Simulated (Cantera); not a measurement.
**Equilibrium for fluorocarbon and chlorocarbon gases: C2F6 + CH4**

Feed: 1 mol C2F6, 0.46 mol CH4, at 3500 K.

Method: chemical equilibrium by Gibbs-energy minimisation in Cantera with the NASA 1993 tables (ideal gas, pure condensed phases). Candidate condensed phases: C, C6H6, C7H8, C8H18; 95 gas species. The feed counts by its element totals alone. Rates play no part.

From 1.00 Pa to 0.190 bar nothing is condensed. At 1.00 bar the condensed part is C(graphite). The main C-bearing gas is C at 1.00 Pa and CF2 at 1.00 bar.

```tsv
P (Pa)	x F	x HF	x C	x H	x CF2	x CF	x C3	x C2	n C(graphite)
1	0.583	0.000221	0.238	0.179	1.97e-9	0.000130	1.51e-6	0.000211	0
5.20	0.582	0.00115	0.237	0.178	5.28e-8	0.000671	3.99e-5	0.00108	0
27	0.583	0.00588	0.226	0.176	1.36e-6	0.00333	0.000942	0.00513	0
140	0.588	0.0288	0.176	0.164	2.91e-5	0.0136	0.0120	0.0162	0
720	0.587	0.105	0.0901	0.117	0.000391	0.0356	0.0423	0.0217	0
3700	0.554	0.208	0.0350	0.0476	0.00358	0.0672	0.0655	0.0168	0
19000	0.496	0.268	0.0118	0.0134	0.0256	0.104	0.0665	0.00985	0
100000	0.402	0.326	0.00297	0.00381	0.117	0.112	0.0292	0.00327	0.571
```
x: gas mole fraction; n: condensed amount in mol.
